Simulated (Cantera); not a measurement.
A perfectly stirred reactor is fed with C₂H₆ : N₂ = 1 : 25 (molar parts), at 400 Pa; it is held at 1400 K, and followed from long to short residence time.

Cantera simulation using GRI-Mech 3.0 (53 species, 325 reactions); the numbers are that mechanism's predictions, not measurements. GRI-Mech 3.0 stops at C3 and has no aromatics, soot or wall deposition, so with more carbon than oxygen in the feed, carbon stays in small species such as C2H2 where larger ones or solid carbon would form. Radical loss at walls, strong at low pressure, is not modelled.

What does this change do: pressure from 400 Pa to 180000 Pa?


```json
[
 {"quantity": "x(C₂H₆) at τ = 29.0 s", "before": "4.96e-5", "after": "1.27e-5"},
 {"quantity": "x(CH₄) at τ = 29.0 s", "before": "0.00549", "after": "0.0132"},
 {"quantity": "x(CH₂) at τ = 29.0 s", "before": "1.49e-7", "after": "6.96e-11"},
 {"quantity": "x(CH₃) at τ = 29.0 s", "before": "0.000161", "after": "5.06e-6"},
 {"quantity": "x(H) at τ = 29.0 s", "before": "9.18e-5", "after": "9.68e-7"},
 {"quantity": "x(C₂H₆) at τ = 92.0 ms", "before": "0.00880", "after": "0.000513"},
 {"quantity": "x(CH₄) at τ = 92.0 ms", "before": "0.0102", "after": "0.00972"},
 {"quantity": "x(CH₂) at τ = 92.0 ms", "before": "2.04e-6", "after": "2.11e-9"},
 {"quantity": "x(CH₃) at τ = 92.0 ms", "before": "0.00191", "after": "2.46e-5"},
 {"quantity": "x(H) at τ = 92.0 ms", "before": "0.000119", "after": "6.34e-6"}
]
```

What does this change do: temperature 1400 to 1298 K?


```tsv
quantity	before	after
x(C₂H₆) at τ = 29.0 s	4.96e-5	0.000197
x(CH₄) at τ = 29.0 s	0.00549	0.00896
x(CH₂) at τ = 29.0 s	1.49e-7	3.16e-8
x(CH₃) at τ = 29.0 s	0.000161	0.000102
x(H) at τ = 29.0 s	9.18e-5	3.23e-5
x(C₂H₆) at τ = 92.0 ms	0.00880	0.0226
x(CH₄) at τ = 92.0 ms	0.0102	0.00396
x(CH₂) at τ = 92.0 ms	2.04e-6	4.10e-7
x(CH₃) at τ = 92.0 ms	0.00191	0.000904
x(H) at τ = 92.0 ms	0.000119	3.22e-5
```
